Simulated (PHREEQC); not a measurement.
**Acid rinse or clean: an equilibrium model**

A solution holds 0.0018 mol/kgw HCl, 0.00021 mol/kgw ZnSO4 and 0.0022 mol/kgw KCl, at 18 °C. Closed to the air; pH follows from the charge balance.

Equilibrium calculation in PHREEQC: ion-association model, phreeqc.dat.

Each row changes one thing in this solution. No solid was allowed to form.

```json
[
 {"case": "as made", "pH": "2.78", "SO4-2 (mol/kgw)": "0.000183", "HSO4- (mol/kgw)": "2.06e-5", "ZnSO4 (mol/kgw)": "4.65e-6", "KSO4- (mol/kgw)": "1.86e-6", "ZnCl+ (mol/kgw)": "1.20e-6", "SI of Sylvite (KCl)": "-5.98"},
 {"case": "0.00022 mol/kgw Na2CO3 added", "pH": "2.90", "SO4-2 (mol/kgw)": "0.000187", "HSO4- (mol/kgw)": "1.59e-5", "ZnSO4 (mol/kgw)": "4.75e-6", "KSO4- (mol/kgw)": "1.90e-6", "ZnCl+ (mol/kgw)": "1.20e-6", "SI of Sylvite (KCl)": "-5.98"},
 {"case": "0.0003 mol/kgw HBr added", "pH": "2.71", "SO4-2 (mol/kgw)": "0.000180", "HSO4- (mol/kgw)": "2.35e-5", "ZnSO4 (mol/kgw)": "4.51e-6", "KSO4- (mol/kgw)": "1.82e-6", "ZnCl+ (mol/kgw)": "1.19e-6", "SI of Sylvite (KCl)": "-5.99"},
 {"case": "2.4e-05 mol/kgw Ca(OH)2 added", "pH": "2.79", "SO4-2 (mol/kgw)": "0.000183", "HSO4- (mol/kgw)": "2.00e-5", "ZnSO4 (mol/kgw)": "4.64e-6", "KSO4- (mol/kgw)": "1.86e-6", "ZnCl+ (mol/kgw)": "1.20e-6", "SI of Sylvite (KCl)": "-5.98"},
 {"case": "temperature from 18 to 50 °C", "pH": "2.78", "SO4-2 (mol/kgw)": "0.000164", "HSO4- (mol/kgw)": "3.79e-5", "ZnSO4 (mol/kgw)": "5.02e-6", "KSO4- (mol/kgw)": "2.79e-6", "ZnCl+ (mol/kgw)": "4.40e-6", "SI of Sylvite (KCl)": "-6.14"},
 {"case": "diluted 10-fold with water", "pH": "3.76", "SO4-2 (mol/kgw)": "2.06e-5", "HSO4- (mol/kgw)": "2.82e-7", "ZnSO4 (mol/kgw)": "7.85e-8", "KSO4- (mol/kgw)": "2.55e-8", "ZnCl+ (mol/kgw)": "1.49e-8", "SI of Sylvite (KCl)": "-7.94"}
]
```

Away from 25 °C the constants follow the database's enthalpies or fits; those with neither stay at their 25 °C values.
